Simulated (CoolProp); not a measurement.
Computed with CoolProp (reference Helmholtz-energy equation of state, de Reuck 1990).

Task: For fluorine, give the phase and the Z, expansivity (1/kK) at -179.95 °C and 5.71 MPa.

Result: 
- -179.95 °C and 5.71 MPa: liquid; Z 0.192, expansivity 4.84
